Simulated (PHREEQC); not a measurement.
A column of 0.1 m (30 cells, dispersivity 0.005 m, 60 s a shift, diffusion coefficient 3e-10 m²/s) holds 0.0089 eq of the database's cation exchanger X per kg of pore water, first in equilibrium with 0.018 mol/kgw NaCl and 1e-05 mol/kgw HCl. It is flushed with 0.00045 mol (NH4)2SO4, 0.0042 mol KCl and 1e-05 mol HCl per kg of water, at 15 °C. Values are for the last cell. No CO2 enters from the air. No solid was allowed to form.

All values are PHREEQC results (ion-association model, phreeqc.dat), not measurements.

| pore volumes | K in solution (mol/kgw) | NH4 in solution (mol/kgw) | S in solution (mol/kgw) | Na in solution (mol/kgw) | Cl in solution (mol/kgw) | NaX on the exchanger (mol/kgw) | NH4X on the exchanger (mol/kgw) |
|---|---|---|---|---|---|---|---|
| 0 | 0 | 0 | 0 | 0.0180 | 0.0180 | 0.00890 | 0 |
| 0.4167 | 0 | 3.48e-14 | 1.26e-6 | 0.0180 | 0.0180 | 0.00890 | 7.10e-14 |
| 0.8167 | 6.28e-10 | 2.57e-9 | 0.000140 | 0.0140 | 0.0137 | 0.00890 | 6.74e-9 |
| 1.217 | 1.13e-8 | 3.52e-8 | 0.000353 | 0.00789 | 0.00720 | 0.00890 | 1.63e-7 |
| 1.617 | 6.92e-8 | 1.99e-7 | 0.000430 | 0.00567 | 0.00482 | 0.00890 | 1.28e-6 |
| 1.817 | 2.57e-7 | 6.68e-7 | 0.000442 | 0.00534 | 0.00446 | 0.00889 | 4.57e-6 |
| 2.217 | 1.66e-5 | 2.05e-5 | 0.000449 | 0.00510 | 0.00425 | 0.00861 | 0.000142 |
| 2.617 | 0.00120 | 0.000574 | 0.000450 | 0.00334 | 0.00422 | 0.00246 | 0.00174 |
| 3.017 | 0.00338 | 0.00102 | 0.000450 | 0.000696 | 0.00421 | 0.000271 | 0.00164 |
| 3.417 | 0.00395 | 0.00100 | 0.000450 | 0.000144 | 0.00421 | 5.08e-5 | 0.00145 |
| 3.817 | 0.00411 | 0.000960 | 0.000450 | 3.19e-5 | 0.00421 | 1.10e-5 | 0.00136 |
| 4.217 | 0.00416 | 0.000931 | 0.000450 | 7.32e-6 | 0.00421 | 2.51e-6 | 0.00131 |
| 4.417 | 0.00417 | 0.000922 | 0.000450 | 3.54e-6 | 0.00421 | 1.21e-6 | 0.00130 |
| 4.817 | 0.00419 | 0.000911 | 0.000450 | 8.38e-7 | 0.00421 | 2.87e-7 | 0.00128 |
| 5.217 | 0.00419 | 0.000906 | 0.000450 | 2.00e-7 | 0.00421 | 6.85e-8 | 0.00127 |
| 5.617 | 0.00420 | 0.000903 | 0.000450 | 4.83e-8 | 0.00421 | 1.65e-8 | 0.00127 |
| 6.017 | 0.00420 | 0.000901 | 0.000450 | 1.17e-8 | 0.00421 | 4.00e-9 | 0.00127 |

Complexes and solids missing from the database can't appear.
